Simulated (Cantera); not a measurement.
## Silicon epitaxy and polysilicon growth: Si3H8 + N2

A closed system holds: 1 mol Si3H8, 87 mol N2.

Equilibrium computed with Cantera from the NASA thermochemical tables; the gas is ideal and each condensed phase is pure. Candidate condensed phases: Si, Si3N4; 18 gas species. The feed counts by its element totals alone. N2 is the only nitrogen source here; it is nearly inert below about 1500 K, so the nitride shown seldom forms there in practice. Rates play no part.

Map the stable condensed phases over T = 1198, 1248, 1298, 1348, 1398, 1448, 1498, 1548, 1598, 1648, 1698, 1748 K and P in Pa = 100, 350, 1300, 4500, 16000, 56000, 200000.


```
T in K \ P in Pa
            100    350   1300   4500  16000  56000 200000
   1748       A      A      B      B      B      B      B
   1698       A      B      B      B      B      B      B
   1648       B      B      B      B      B      B      B
   1598       B      B      B      B      B      B      B
   1548       B      B      B      B      B      B      B
   1498       B      B      B      B      B      B      B
   1448       B      B      B      B      B      B      B
   1398       B      B      B      B      B      B      B
   1348       B      B      B      B      B      B      B
   1298       B      B      B      B      B      B      B
   1248       B      B      B      B      B      B      B
   1198       B      B      B      B      B      B      B
```
A: Si; B: Si3N4.
